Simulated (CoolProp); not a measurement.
Fluorine at 112.93 K and 0.0902 MPa is compressed adiabatically to 0.651 MPa with isentropic efficiency 0.8. Each further row changes one setting.

Values from CoolProp's reference Helmholtz-energy equation of state, de Reuck 1990.

```
case             work (kJ/kg)  final temperature (K)  final density (kg/m³)
---------------  ------------  ---------------------  ---------------------
as stated                80.9             (withheld)                   13.8
efficiency 1       (withheld)                  198.4             (withheld)
efficiency 0.65    (withheld)                  241.7                   12.4
```

Complete the blanks.


- as stated, final temperature (K): 218.6
- efficiency 1, work (kJ/kg): 64.7
- efficiency 1, final density (kg/m³): 15.2
- efficiency 0.65, work (kJ/kg): 99.6
